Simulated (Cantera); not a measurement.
Charge: 1 mol SiH₄, 0.15 mol HCl, 660 mol H₂, equilibrated at 4.88 Torr.

These are equilibrium values from Cantera (NASA tables, ideal gas, pure condensed phases), not measurements of a reactor. Candidate condensed phases: Si; 19 gas species. Kinetics and transport are ignored. All values below are at 1650 K.

Base state: H₂ 0.999, H 0.00113, HCl 0.000226, Si 4.12e-5 (mole fractions); condensed: Si(s).

### Question
What changes in the equilibrium state with this change: pressure from 4.88 Torr to 1.00 Torr?

### Answer
```
species       before     after
----------  --------  --------
H₂             0.999     0.997
H            0.00113   0.00248
HCl         0.000226  0.000225
Si           4.12e-5  0.000201
SiH          6.07e-6   1.34e-5
Si(s), mol     0.962     0.851
```
